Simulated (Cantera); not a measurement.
## Ignition delay

Mixture: H₂ : O₂ : N₂ = 1 : 0.455 : 1.71 (molar parts), equivalence ratio 1.1, at 120000 Pa, adiabatic and at constant pressure. Ignition delay is the time to a rise of 400 K.

Model: the H2/O2 subset of GRI-Mech 3.0, which has no nitrogen chemistry, integrated in Cantera. Where the delays flatten at high temperature, the 400 K rule measures the pace of heat release, not the induction time.

```tsv
T0 (K)	delay (ms)
1225	0.0349
1300	0.0250
1375	0.0192
1450	0.0158
1525	0.0137
1600	0.0125
1675	0.0119
```
